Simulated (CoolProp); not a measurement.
Computed with CoolProp (reference Helmholtz-energy equation of state, Gao 2022).

### Question
For n-perfluorohexane, give the phase and the cp (kJ/(kg K)), cv (kJ/(kg K)), fugacity coefficient at 212 K and 0.616 MPa; 248.6 K and 0.616 MPa; 340.2 K and 0.616 MPa.

### Answer
- 212 K and 0.616 MPa: liquid; cp 0.913, cv 0.717, fugacity coefficient 0.000146
- 248.6 K and 0.616 MPa: liquid; cp 0.969, cv 0.777, fugacity coefficient 0.00325
- 340.2 K and 0.616 MPa: liquid; cp 1.11, cv 0.908, fugacity coefficient 0.219
